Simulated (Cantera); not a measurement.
Feed: 1 mol SiC, 0.12 mol H₂O, 250 mol N₂, equilibrated at 50.0 Pa.

Cantera equilibrium calculation (NASA polynomials, part measured and part estimated; ideal gas, pure solids and liquids). Candidate condensed phases: C, C₆H₆, C₇H₈, C₈H₁₈, H₂O, Si, SiC, SiO₂, Si₂N₂O, Si₃N₄; 151 gas species. N₂ is the only nitrogen source here; it is nearly inert below about 1500 K, so the nitride shown seldom forms there in practice. Mutual solubility and eutectic melting of coexisting phases are not modelled. Equilibrium is a limit: real reactors are often held back by kinetics, nucleation or transport.

Q: Which condensed phases are stable at each of these points (T (°C)): 727, 927, 1127, 1327, 1527, 1727, 1927?

A: 
| T (°C) | condensed phases | Si condensed (%) |
|---|---|---|
| 727 | C(graphite) + Si₂N₂O(s) + Si₃N₄(s) | 100.0 |
| 927 | C(graphite) + Si₂N₂O(s) + Si₃N₄(s) | 100.0 |
| 1127 | SiC(s) + Si₂N₂O(s) | 99.2 |
| 1327 | SiC(s) | 93.5 |
| 1527 | SiC(s) | 87.5 |
| 1727 | C(graphite) | 0.0 |
| 1927 | C(graphite) | 0.0 |

From 727 °C to 927 °C the condensed part is C(graphite) + Si₂N₂O(s) + Si₃N₄(s). At 1127 °C the condensed part is SiC(s) + Si₂N₂O(s). From 1327 °C to 1527 °C the condensed part is SiC(s). From 1727 °C to 1927 °C the condensed part is C(graphite).
